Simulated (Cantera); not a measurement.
A perfectly stirred reactor is fed with 30.0 % CO, 4.50 % H₂, 2.01 % CH₄, 13.3 % O₂, 50.2 % N₂, equivalence ratio 1.6, at 0.360 bar; it is adiabatic with a 775 K inlet, and is followed from long to short residence time, starting on the burning branch (τ in s: 0.35, 0.11, 0.036, 0.012, 0.0038, 0.0012, 0.0004, 0.00013, 4.3e-05, 1.4e-05, 4.5e-06).

Cantera simulation using GRI-Mech 3.0 (53 species, 325 reactions); the numbers are that mechanism's predictions, not measurements.

Question: Predict: blow-out, bracketed by the residence times tried; x(CO) at τ = 0.350 s; x(H₂) at τ = 0.350 s; x(CH₄) at τ = 0.350 s; x(NO₂) at τ = 0.350 s; x(CO₂) at τ = 0.350 s; x(CO) at τ = 1.20 ms; x(H₂) at τ = 1.20 ms; x(CH₄) at τ = 1.20 ms; x(NO₂) at τ = 1.20 ms; x(CO₂) at τ = 1.20 ms.

Answer: 
```json
{
  "blow_out_bracketed_by_the_residence_times_tried": "burning at 0.130 ms, out at 43.0 µs",
  "x(CO) at τ = 0.350 s": "0.173",
  "x(H₂) at τ = 0.350 s": "0.0122",
  "x(CH₄) at τ = 0.350 s": "1.84e-7",
  "x(NO₂) at τ = 0.350 s": "1.43e-7",
  "x(CO₂) at τ = 0.350 s": "0.176",
  "x(CO) at τ = 1.20 ms": "0.193",
  "x(H₂) at τ = 1.20 ms": "0.0161",
  "x(CH₄) at τ = 1.20 ms": "1.78e-5",
  "x(NO₂) at τ = 1.20 ms": "2.83e-9",
  "x(CO₂) at τ = 1.20 ms": "0.141"
}
```
